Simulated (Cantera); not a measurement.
A Cantera script and what it prints.

```python
import numpy as np
import cantera as ct

gas_names = [...]  # 113 gases of nasa_gas.yaml made of C, H, O, Ta
cond_names = """
    C(gr) C6H6(L) C7H8(L) C8H18(L),n-octa H2O(s) H2O(L) Ta(cr) Ta(L) TaC(s) TaC(L) Ta2O5(s) Ta2O5(L)
""".split()


# ... load() reads the species with a 1 bar reference pressure and builds the phases ...
atoms = {
    'Ta(OEt)5': {'Ta': 1, 'C': 10, 'H': 25, 'O': 5},
    'H2O': {'H': 2, 'O': 1},
    'H2': {'H': 2},
}
top_T = {'C(gr)': 4500}  # K; cautious upper limits of use, not melting points


# ... equilibrate(T, P, feed) seeds the gas with the atoms and calls Mixture.equilibrate('TP', solver="vcs", rtol=1e-11, max_steps=5000) ...
results = []
feed = {'Ta(OEt)5': 1, 'H2O': 0.013, 'H2': 8.1}  # mol
T = 2148.15  # K
P = 1400  # Pa
mix = equilibrate(T, P, feed)
results.append((T, P, feed, dict(zip(mix.species_names, mix.species_moles))))
print(gas.report(threshold=0.001))
for i in range(1, mix.n_phases):
    print(f"{mix.phase(i).name:16s} {mix.phase_moles(i):12.5e} mol")
```

It prints:

```
       temperature   2148.2 K
          pressure   1400 Pa
           density   0.00055078 kg/m^3
  mean mol. weight   7.0267 kg/kmol
   phase of matter   gas

                          1 kg             1 kmol
                     ---------------   ---------------
          enthalpy        6.2864e+06        4.4173e+07  J
   internal energy        3.7446e+06        2.6312e+07  J
           entropy             34772        2.4433e+05  J/K
    Gibbs function        -6.841e+07       -4.8069e+08  J
 heat capacity c_p            4934.6             34674  J/K
 heat capacity c_v            3751.3             26359  J/K

                      mass frac. Y      mole frac. X     chem. pot. / RT
                     ---------------   ---------------   ---------------
                CO            0.7677           0.19259           -40.053
    C2H2,acetylene         0.0055035         0.0014852           -30.074
                 H         0.0044521          0.031035           -12.117
                H2           0.22232           0.77489           -24.234
     [ +109 minor]        2.6959e-05        8.1346e-06

C(gr)             3.90933e+00 mol
Ta(cr)            0.00000e+00 mol
TaC(s)            1.00000e+00 mol
Ta2O5(L)          0.00000e+00 mol
```

These are equilibrium values from Cantera (NASA tables, ideal gas, pure condensed phases), not measurements of a reactor. The feed counts by its element totals alone. TaC: taken at fixed stoichiometry. Condensed phases not in the tables: Ta2C.
